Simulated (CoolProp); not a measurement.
Vapour pressure (MPa) of sulfur dioxide: the reference equation beside estimates from Tc = 157.5 °C, pc = 7.887 MPa, ω = 0.256. Clausius-Clapeyron is anchored at -44.05 °C with a constant enthalpy of vaporisation of 26.81 kJ/mol.

Computed with CoolProp (reference Helmholtz-energy equation of state, Gao 2016).

```json
[
 {"T (°C)": "-59.25", "reference": "0.006085", "Clausius-Clapeyron": "0.006215", "van der Waals": "0.2095"},
 {"T (°C)": "-51.65", "reference": "0.01035", "Clausius-Clapeyron": "0.01042", "van der Waals": "0.2648"},
 {"T (°C)": "-44.05", "reference": "0.01690", "Clausius-Clapeyron": "0.01690", "van der Waals": "0.3297"},
 {"T (°C)": "-36.45", "reference": "0.02657", "Clausius-Clapeyron": "0.02655", "van der Waals": "0.4052"},
 {"T (°C)": "-28.85", "reference": "0.04044", "Clausius-Clapeyron": "0.04055", "van der Waals": "0.4919"},
 {"T (°C)": "-21.35", "reference": "0.05944", "Clausius-Clapeyron": "0.06008", "van der Waals": "0.5893"},
 {"T (°C)": "-13.75", "reference": "0.08550", "Clausius-Clapeyron": "0.08744", "van der Waals": "0.7008"},
 {"T (°C)": "-6.15", "reference": "0.1201", "Clausius-Clapeyron": "0.1245", "van der Waals": "0.8258"}
]
```

Absolute difference from the reference over all 8 rows, mean and median: Clausius-Clapeyron 1.3 and 0.9 %, van der Waals 1549.0 and 1270.7 %.
